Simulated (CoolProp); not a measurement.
Vapour-liquid equilibrium of nitrogen (1) + carbon monoxide (2) at 1.51 MPa; x and y are mole fractions of (1).

Values from CoolProp's multi-fluid Helmholtz-energy mixture model, Span 2000 and Lemmon 2006; pair parameters Gernert 2013.

```
x      bubble temperature (°C)  y at the bubble point  dew temperature at overall composition x (°C)  liquid density (mol/L)
-----  -----------------------  ---------------------  ---------------------------------------------  ----------------------
0.05                    -157.5                  0.062                                         -157.5                   21.68
0.125                   -158.0                  0.151                                            [?]                   21.71
0.2                     -158.5                  0.238                                         -158.3                   21.75
0.275                   -159.0                  0.321                                            [?]                   21.78
0.35                    -159.5                  0.401                                            [?]                   21.81
0.425                   -159.9                  0.478                                         -159.6                   21.83
0.5                     -160.3                  0.552                                         -160.0                   21.86
0.575                   -160.8                  0.623                                         -160.5                   21.88
0.65                    -161.1                  0.693                                            [?]                   21.91
0.725                   -161.5                  0.760                                         -161.3                     [?]
0.8                     -161.8                  0.826                                         -161.7                   21.96
0.875                   -162.2                  0.892                                         -162.1                   21.99
0.95                    -162.5                    [?]                                         -162.4                   22.02
```

Task: Fill in the missing entries.

Result: 
- 0.125, dew temperature at overall composition x (°C): -157.9
- 0.275, dew temperature at overall composition x (°C): -158.7
- 0.35, dew temperature at overall composition x (°C): -159.2
- 0.65, dew temperature at overall composition x (°C): -160.9
- 0.725, liquid density (mol/L): 21.93
- 0.95, y at the bubble point: 0.957

No azeotrope shows between x = 0.05 and 0.95.

Pair parameters are fitted to limited data, so mixtures are less certain than the pure fluids.
